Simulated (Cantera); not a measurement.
An isothermal, constant-pressure homogeneous reactor starts with C₂H₄ : H₂ = 1 : 27 (molar parts), at 1050 K and 0.440 bar. Integrator tolerance rtol = 1e-08.

Computed with Cantera and GRI-Mech 3.0 (53 species, 325 reactions). GRI-Mech 3.0 was tuned for natural gas; its chemistry of ethylene as a main component is partial and can be far from experiment. GRI-Mech 3.0 stops at C3 and has no aromatics, soot or wall deposition, so with more carbon than oxygen in the feed, carbon stays in small species such as C2H2 where larger ones or solid carbon would form.

Question: What does this change do: H2 27 to 260 parts?

Answer: 
```
quantity                                            before                                     after
-----------------  ---------------------------------------  ----------------------------------------
x(C₂H₄) at 20.0 s   0.0156 (gas-phase equilibrium 3.30e-6)   0.00157 (gas-phase equilibrium 3.10e-8)
x(H₂) at 20.0 s        0.951 (gas-phase equilibrium 0.926)       0.995 (gas-phase equilibrium 0.992)
x(CH₂) at 20.0 s     <1e-12 (gas-phase equilibrium <1e-12)     <1e-12 (gas-phase equilibrium <1e-12)
x(CH₄) at 20.0 s     0.0260 (gas-phase equilibrium 0.0741)   0.00289 (gas-phase equilibrium 0.00769)
x(CH₃) at 20.0 s   1.72e-7 (gas-phase equilibrium 1.69e-8)   1.99e-8 (gas-phase equilibrium 1.69e-9)
x(C₂H) at 20.0 s     <1e-12 (gas-phase equilibrium <1e-12)     <1e-12 (gas-phase equilibrium <1e-12)
x(C₂H₆) at 20.0 s  0.00760 (gas-phase equilibrium 1.59e-6)  0.000800 (gas-phase equilibrium 1.60e-8)
```

Question: What does this change do: pressure from 0.440 bar to 0.00900 bar?

Answer: 
```json
[
 {"quantity": "x(C₂H₄) at 20.0 s", "before": "0.0156 (gas-phase equilibrium 3.30e-6)", "after": "0.0356 (gas-phase equilibrium 0.000159)"},
 {"quantity": "x(H₂) at 20.0 s", "before": "0.951 (gas-phase equilibrium 0.926)", "after": "0.964 (gas-phase equilibrium 0.926)"},
 {"quantity": "x(CH₂) at 20.0 s", "before": "<1e-12 (gas-phase equilibrium <1e-12)", "after": "<1e-12 (gas-phase equilibrium <1e-12)"},
 {"quantity": "x(CH₄) at 20.0 s", "before": "0.0260 (gas-phase equilibrium 0.0741)", "after": "8.33e-7 (gas-phase equilibrium 0.0735)"},
 {"quantity": "x(CH₃) at 20.0 s", "before": "1.72e-7 (gas-phase equilibrium 1.69e-8)", "after": "2.31e-10 (gas-phase equilibrium 1.17e-7)"},
 {"quantity": "x(C₂H) at 20.0 s", "before": "<1e-12 (gas-phase equilibrium <1e-12)", "after": "<1e-12 (gas-phase equilibrium <1e-12)"},
 {"quantity": "x(C₂H₆) at 20.0 s", "before": "0.00760 (gas-phase equilibrium 1.59e-6)", "after": "3.23e-5 (gas-phase equilibrium 1.57e-6)"}
]
```
Radical loss at walls, strong at low pressure, is not modelled.
